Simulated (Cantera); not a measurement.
A perfectly stirred reactor is fed with CO : O2 : H2O : N2 = 0.0054 : 0.018 : 0.00019 : 1 (molar parts), equivalence ratio 0.15, at 1.01 bar; it is held at 1173 K, and followed from long to short residence time.

Cantera simulation using GRI-Mech 3.0 (53 species, 325 reactions); the numbers are that mechanism's predictions, not measurements.

```
quantity                 before     after
---------------------  --------  --------
x(CO) at τ = 5.50 s    0.000194   3.97e-5
x(O2) at τ = 5.50 s      0.0151    0.0150
x(H2O) at τ = 5.50 s   0.000185  0.000181
x(NO) at τ = 5.50 s     1.60e-6   1.50e-5
x(OH) at τ = 5.50 s     1.67e-6   9.80e-6
x(CO) at τ = 0.190 s    0.00159  0.000380
x(O2) at τ = 0.190 s     0.0157    0.0151
x(H2O) at τ = 0.190 s  0.000182  0.000170
x(NO) at τ = 0.190 s    3.30e-7   1.05e-5
x(OH) at τ = 0.190 s    4.12e-6   2.58e-5
```

Which change was made?
(A) pressure from 1.01 bar to 0.540 bar
(B) CO 0.0054 to 0.0019 parts
(C) temperature 1173 to 1300 K
(D) temperature 1173 to 1500 K

D, temperature 1173 to 1500 K
